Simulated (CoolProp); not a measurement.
Saturation properties of carbon monoxide (Tc = -140.3 °C, pc = 3.498 MPa, ω = 0.050).

Computed with CoolProp (reference Helmholtz-energy equation of state, Lemmon 2006). It is a short technical equation, of lower accuracy than the large ones.

| T (°C) | p (MPa) | vapour Z | surface tension (mN/m) |
|---|---|---|---|
| -177.25 | 0.3966 | 0.8918 | 6.54 |
| -174.35 | 0.4976 | 0.8732 | 5.96 |
| -171.35 | 0.6204 | 0.8519 | 5.36 |
| -168.45 | 0.7587 | 0.8294 | 4.79 |
| -165.55 | 0.9178 | 0.8047 | 4.23 |
| -162.55 | 1.106 | 0.7767 | 3.66 |
| -159.65 | 1.313 | 0.7471 | ? |
| -156.75 | 1.547 | 0.7144 | 2.59 |
| -153.75 | 1.818 | ? | 2.05 |
| -150.85 | 2.112 | ? | 1.55 |

**Question.** Complete the blanks.

**Answer.** 
- -159.65, surface tension (mN/m): 3.12
- -153.75, vapour Z: 0.6768
- -150.85, vapour Z: 0.6358

It boils at -191.5 °C under 1 atm.

Surface tension comes from a separate correlation (Mulero 2012).
